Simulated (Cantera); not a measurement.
A perfectly stirred reactor is fed with C₃H₈ : O₂ : N₂ = 1 : 3.85 : 14.5 (molar parts), equivalence ratio 1.3, at 4.93 atm; it is adiabatic with a 550 K inlet, and is followed from long to short residence time, starting on the burning branch (τ in s: 0.024, 0.011, 0.0051, 0.0023, 0.0011, 0.00049, 0.00022, 0.0001, 4.6e-05, 2.1e-05, 9.7e-06).

Computed with Cantera and GRI-Mech 3.0 (53 species, 325 reactions). GRI-Mech 3.0 was tuned for natural gas; its chemistry of propane as a main component is partial and can be far from experiment.

Q: What does this change do: inlet temperature 550 to 675 K?

A: 
```json
[
 {"quantity": "blow-out, bracketed by the residence times tried", "before": "burning at 46.0 µs, out at 21.0 µs", "after": "burning at 21.0 µs, out at 9.70 µs"},
 {"quantity": "x(C₃H₈) at τ = 24.0 ms", "before": "2.52e-7", "after": "1.80e-7"},
 {"quantity": "x(O₂) at τ = 24.0 ms", "before": "0.000114", "after": "0.000142"},
 {"quantity": "x(OH) at τ = 24.0 ms", "before": "0.000954", "after": "0.00140"},
 {"quantity": "x(N₂O) at τ = 24.0 ms", "before": "3.33e-8", "after": "4.69e-8"},
 {"quantity": "x(CH₄) at τ = 24.0 ms", "before": "1.36e-5", "after": "6.71e-6"},
 {"quantity": "x(C₃H₈) at τ = 0.490 ms", "before": "6.34e-6", "after": "4.88e-6"},
 {"quantity": "x(O₂) at τ = 0.490 ms", "before": "0.00146", "after": "0.00148"},
 {"quantity": "x(OH) at τ = 0.490 ms", "before": "0.00269", "after": "0.00344"},
 {"quantity": "x(N₂O) at τ = 0.490 ms", "before": "1.40e-7", "after": "1.46e-7"},
 {"quantity": "x(CH₄) at τ = 0.490 ms", "before": "5.93e-5", "after": "3.87e-5"}
]
```
